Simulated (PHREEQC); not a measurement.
A solution holds 0.0022 mol/kgw CdCl2 and 0.00017 mol/kgw H3BO3, at 25 °C. Closed to the air; pH follows from the charge balance.

Equilibrium calculation in PHREEQC: ion-association model, wateq4f.dat.

No solid was allowed to form.

What pH does the model give?

pH 6.21.

In which forms is Cl present?

Cl- 89 %, CdCl+ 11 % of the Cl.

Complexes and solids missing from the database can't appear.
